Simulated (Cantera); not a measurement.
Cantera run:

```python
import numpy as np
import cantera as ct

gas_names = """
    C CN CO CO2 C2 CCN CNC C2N2 C2O C3 C3O2 C4 C4N2 C5 Cu CuO Cu2 N NCO NO NO2 NO3 N2 N2O O O2 O3
""".split()
cond_names = """
    C(gr) Cu(cr) Cu(L) CuO(s) Cu2O(s) Cu2O(L)
""".split()


# ... load() reads the species with a 1 bar reference pressure and builds the phases ...
atoms = {
    'Cu': {'Cu': 1},
    'CO': {'C': 1, 'O': 1},
    'N2': {'N': 2},
}
top_T = {'C(gr)': 4500, 'CuO(s)': 1390}  # K; cautious upper limits of use, not melting points


# ... equilibrate(T, P, feed) seeds the gas with the atoms and calls Mixture.equilibrate('TP', solver="vcs", rtol=1e-11, max_steps=5000) ...
results = []
feed = {'Cu': 1, 'CO': 0.23, 'N2': 1.7}  # mol
T = 950  # K
P = 34  # Pa
mix = equilibrate(T, P, feed)
results.append((T, P, feed, dict(zip(mix.species_names, mix.species_moles))))
print(gas.report(threshold=0.0001))
for i in range(1, mix.n_phases):
    print(f"{mix.phase(i).name:16s} {mix.phase_moles(i):12.5e} mol")
```

Output:

```
       temperature   950 K
          pressure   34 Pa
           density   0.00012058 kg/m^3
  mean mol. weight   28.014 kg/kmol
   phase of matter   gas

                          1 kg             1 kmol
                     ---------------   ---------------
          enthalpy        2.3871e+05        6.6873e+06  J
   internal energy            -43246       -1.2115e+06  J
           entropy             10591         2.967e+05  J/K
    Gibbs function       -9.8231e+06       -2.7518e+08  J
 heat capacity c_p            1159.6             32485  J/K
 heat capacity c_v            862.81             24170  J/K

                      mass frac. Y      mole frac. X     chem. pot. / RT
                     ---------------   ---------------   ---------------
                CO           0.11914           0.11916           -49.576
                N2           0.88085           0.88084           -32.844
     [  +25 minor]        1.2702e-05        8.0831e-06

C(gr)             1.55895e-05 mol
Cu(cr)            1.00000e+00 mol
CuO(s)            0.00000e+00 mol
Cu2O(s)           0.00000e+00 mol
```

These are equilibrium values from Cantera (NASA tables, ideal gas, pure condensed phases), not measurements of a reactor.
